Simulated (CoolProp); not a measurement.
Octamethyltrisiloxane (MDM) along the isotherm 575 K: density (kg/m³) from the reference equation and from simpler models built on Tc = 565.4 K, pc = 14.38 bar, ω = 0.528; each cubic takes its own stable root.

Model: reference Helmholtz-energy equation of state, Thol 2017, in CoolProp.

```csv
p (bar),phase,reference
0.599,gas,3.003
1.2,gas,6.099
1.8,gas,9.280
2.4,gas,12.56
2.99,gas,15.88
3.59,gas,19.38
4.19,gas,22.99
4.79,gas,26.75
5.39,gas,30.65
5.99,gas,34.73
6.59,gas,38.99
7.19,gas,43.45
```

Q: How far does each simpler model (Redlich-Kwong, Soave-Redlich-Kwong, Peng-Robinson) lie from the reference over these 12 states: mean and median of the absolute difference, and the worst?

A: 
- Redlich-Kwong: mean 0.2 %, median 0.3 %, worst +0.3 % at 575 K and 5.39 bar
- Soave-Redlich-Kwong: mean 0.1 %, median 0.1 %, worst -0.2 % at 575 K and 7.19 bar
- Peng-Robinson: mean 1.1 %, median 1.2 %, worst +2.0 % at 575 K and 7.19 bar
